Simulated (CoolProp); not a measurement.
Aqueous methanol as a coolant, 46 % by mass, freezing at -47.8 °C, 1 atm.

The numbers come from the Melinder's fits for secondary coolants in CoolProp.

```
T (°C)  viscosity (mPa s)  conductivity (W/(m K))  cp (kJ/(kg K))  density (kg/m³)
------  -----------------  ----------------------  --------------  ---------------
-44.5                33.4                   0.339           2.968            960.6
-36.1                19.5                   0.341           3.091            956.1
-27.7                12.1                       …           3.209            951.6
-19.3                7.87                   0.347           3.320            946.9
-11                  5.40                   0.350               …            942.2
-2.6                 3.84                   0.353           3.515            937.3
5.8                  2.83                   0.356           3.595            932.3
14.2                 2.15                   0.359           3.660            927.2
22.6                 1.68                   0.362           3.710            921.9
31                      …                   0.365           3.741            916.4
39.4                 1.08                   0.369           3.752            910.9
```

Task: Some entries are withheld; supply them.

Result: 
- -27.7, conductivity (W/(m K)): 0.344
- -11, cp (kJ/(kg K)): 3.422
- 31, viscosity (mPa s): 1.33
